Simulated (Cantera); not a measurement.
**Ignition delay**

Mixture: CH4 : O2 : N2 = 1 : 1.18 : 4.94 (molar parts), equivalence ratio 1.7, at 750 Torr, adiabatic and at constant volume. Ignition delay is the time to a rise of 400 K.

Model: GRI-Mech 3.0 (53 species, 325 reactions), integrated in Cantera.

```json
[
 {"T0 (K)": "1298", "delay (ms)": "16.5"},
 {"T0 (K)": "1348", "delay (ms)": "8.71"},
 {"T0 (K)": "1398", "delay (ms)": "4.72"},
 {"T0 (K)": "1448", "delay (ms)": "2.64"},
 {"T0 (K)": "1498", "delay (ms)": "1.53"},
 {"T0 (K)": "1548", "delay (ms)": "0.913"},
 {"T0 (K)": "1598", "delay (ms)": "0.568"},
 {"T0 (K)": "1648", "delay (ms)": "0.366"},
 {"T0 (K)": "1698", "delay (ms)": "0.244"}
]
```

The apparent activation energy between 1598 and 1698 K is 190 kJ/mol.
